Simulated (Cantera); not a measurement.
Tantalum, niobium, vanadium and zirconium in process gases: Ta(OEt)5 + O2

Charge: 1 mol Ta(OEt)5, a varied amount of O2, equilibrated at 0.450 Pa.

These are equilibrium values from Cantera (NASA tables, ideal gas, pure condensed phases), not measurements of a reactor. Candidate condensed phases: C, C6H6, C7H8, C8H18, H2O, Ta, TaC, Ta2O5; 113 gas species. The feed counts by its element totals alone. Mutual solubility and eutectic melting of coexisting phases are not modelled. TaC: taken at fixed stoichiometry. Condensed phases not in the tables: Ta2C, N, O or C dissolved in the metal. The numbers say what is thermodynamically allowed, not how fast it happens.

**Question.** Map the stable condensed phases over T = 1800, 1850, 1900, 1950, 2000, 2050, 2100, 2150, 2200, 2250, 2300, 2350, 2400 °C and n(O2) in mol = 0.098, 0.27, 0.44, 0.61, 0.78, 0.95, 1.1, 1.3, 1.5, 1.6, 1.8, 2, 2.1.

**Answer.** 
```
T in °C \ n(O2) in mol
         0.098  0.27  0.44  0.61  0.78  0.95   1.1   1.3   1.5   1.6   1.8     2   2.1
   2400      A     A     A     A     A     A     A     A     A     A     A     A     B
   2350      A     A     A     A     A     A     A     A     A     A     A     A     B
   2300      A     A     A     A     A     A     A     A     A     A     A     A     B
   2250      A     A     A     A     A     A     A     A     A     A     A     A     B
   2200      A     A     A     A     A     A     A     A     A     A     A     A     B
   2150      C     A     A     A     A     A     A     A     A     A     A     A     B
   2100      C     C     C     C     C     C     C     A     A     A     A     A     B
   2050      C     C     C     C     C     C     C     C     C     C     A     A     B
   2000      C     C     C     C     C     C     C     C     C     C     C     A     B
   1950      C     C     C     C     C     C     C     C     C     C     C     A     B
   1900      C     C     C     C     C     C     C     C     C     C     C     A     B
   1850      C     C     C     C     C     C     C     C     C     C     C     A     B
   1800      C     C     C     C     C     C     C     C     C     C     C     A     B
```
A: TaC; B: Ta + TaC; C: C + TaC.
